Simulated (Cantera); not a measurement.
**Hydrocarbon pyrolysis for carbon deposition**

An isothermal, constant-pressure homogeneous reactor starts with 1.03 % C₂H₆, 99.0 % N₂, at 1548 K and 0.00168 atm.

Cantera simulation using GRI-Mech 3.0 (53 species, 325 reactions); the numbers are that mechanism's predictions, not measurements. GRI-Mech 3.0 stops at C3 and has no aromatics, soot or wall deposition, so with more carbon than oxygen in the feed, carbon stays in small species such as C2H2 where larger ones or solid carbon would form. Radical loss at walls, strong at low pressure, is not modelled.

```tsv
t (s)	x C₂H₆	x C₂H₂	x H₂	x C₂H	x CH₂	x HCN	x CH₄
0.000200	0.0103	<1e-12	4.70e-9	<1e-12	2.45e-10	<1e-12	8.80e-8
0.000502	0.0102	8.67e-12	5.89e-8	<1e-12	3.93e-9	<1e-12	5.53e-7
0.00126	0.0100	3.33e-10	1.23e-6	<1e-12	6.10e-8	<1e-12	3.45e-6
0.00317	0.00958	2.74e-8	2.97e-5	<1e-12	8.31e-7	3.82e-10	2.12e-5
0.00795	0.00807	6.70e-6	0.000554	1.09e-9	5.94e-6	1.18e-7	0.000123
0.0200	0.00363	0.000371	0.00383	9.08e-8	1.50e-5	1.90e-6	0.000650
0.0501	0.000158	0.00373	0.0108	5.34e-7	1.48e-5	8.55e-6	0.00163
0.126	2.54e-6	0.00745	0.0156	3.83e-7	4.61e-6	1.39e-5	0.00153
0.316	5.92e-7	0.00892	0.0175	2.33e-7	1.59e-6	1.59e-5	0.00131
0.793	2.19e-7	0.00940	0.0183	1.56e-7	6.66e-7	1.71e-5	0.00112
1.99	8.72e-8	0.00957	0.0187	1.08e-7	2.93e-7	1.79e-5	0.000948
5.00	3.50e-8	0.00967	0.0189	7.82e-8	1.33e-7	1.86e-5	0.000790
```
x: mole fraction; the columns are a selection and need not sum to one.

Equilibrium at this temperature and pressure: C₂H₆ <1e-12, C₂H₂ 0.00123, H₂ 0.0201, C₂H 1.64e-8, CH₂ 4.38e-11, HCN 0.0177, CH₄ 8.76e-8 (gas phase only).
